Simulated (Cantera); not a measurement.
Feed: 1 mol CH₃OH, 30 mol H₂, equilibrated at 1625 K and 0.110 bar.

These are equilibrium values from Cantera (NASA tables, ideal gas, pure condensed phases), not measurements of a reactor. Candidate condensed phases: C, C₆H₆, C₇H₈, C₈H₁₈, H₂O; 110 gas species. Kinetics and transport are ignored.

Base state: H₂ 0.969, CO 0.0303, H 0.000209, H₂O 1.96e-5, CH₄ 1.87e-5 (mole fractions); condensed: gas only.

What changes in the equilibrium state with this change: temperature from 1625 K to 3023 K?


```
species    before    after
-------  --------  -------
H₂          0.969    0.585
H        0.000209    0.391
CO         0.0303   0.0244
CH₄       1.87e-5  1.16e-8
H₂O       1.96e-5  3.28e-6
```
